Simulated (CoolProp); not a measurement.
A single-stage vapour-compression cycle with R1336mzz(Z): evaporating at 289.15 K (dew point), condensing at 320.15 K (bubble point), superheat 8 K, subcooling 2 K, compressor efficiency 0.7, no pressure losses. Each further row changes one setting.

Model: reference Helmholtz-energy equation of state, McLinden 2020, in CoolProp.

```tsv
case	cooling COP	pressure ratio	discharge temperature (K)	refrigerating effect (kJ/kg)	volumetric capacity (kJ/m³)
as stated	…	3.18	328.3	144	501
evaporating temperature 294.15 K	…	2.59	327.9	147	625
condensing temperature 315.15 K	7.13	2.69	323.7	150	523
subcooling 7 K	6.08	3.18	328.3	150	523
superheat 18 K	5.95	3.18	338.4	152	512
compressor efficiency 0.6	…	3.18	332.6	144	501
```

What belongs in the gaps?


- as stated, cooling COP: 5.83
- evaporating temperature 294.15 K, cooling COP: 7.24
- compressor efficiency 0.6, cooling COP: 4.99
